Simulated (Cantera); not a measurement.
Input: 1 mol MgO, 0.59 mol SO₃, 2.2 mol CO₂, at 723 K.

Method: chemical equilibrium by Gibbs-energy minimisation in Cantera with the NASA 1993 tables (ideal gas, pure condensed phases). Candidate condensed phases: C, Mg, MgCO₃, MgO, MgS, MgSO₄, S; 26 gas species. The numbers say what is thermodynamically allowed, not how fast it happens.

x: gas mole fraction; n: condensed amount in mol.

| P (Pa) | x CO₂ | x SO₂ | x O₂ | x SO₃ | n MgO(s) | n MgSO₄(s) | n MgCO₃(s) |
|---|---|---|---|---|---|---|---|
| 1000 | 1.00 | 2.21e-7 | 1.11e-7 | ___ | 0.410 | 0.590 | 0 |
| 3000 | 1.00 | 7.33e-8 | 3.71e-8 | ___ | 0.410 | 0.590 | 0 |
| 8800 | 1.00 | 2.51e-8 | 1.25e-8 | ___ | 0.410 | 0.590 | 0 |
| 26000 | 1.00 | 8.49e-9 | 4.25e-9 | ___ | 0.410 | 0.590 | 0 |
| 77000 | 1.00 | 2.87e-9 | 1.44e-9 | ___ | 0.410 | 0.590 | 0 |
| 230000 | 1.00 | 9.59e-10 | 4.81e-10 | ___ | 0.410 | 0.590 | 0 |
| 680000 | 1.00 | 4.78e-10 | 2.40e-10 | 3.22e-12 | 0 | 0.590 | 0.410 |
| 2000000 | 1.00 | 3.34e-10 | 1.68e-10 | 3.22e-12 | 0 | 0.590 | 0.410 |

Q: Complete the blanks.

A: 
- 1000, x SO₃: 1.22e-9
- 3000, x SO₃: 4.08e-10
- 8800, x SO₃: 1.39e-10
- 26000, x SO₃: 4.71e-11
- 77000, x SO₃: 1.59e-11
- 230000, x SO₃: 5.32e-12
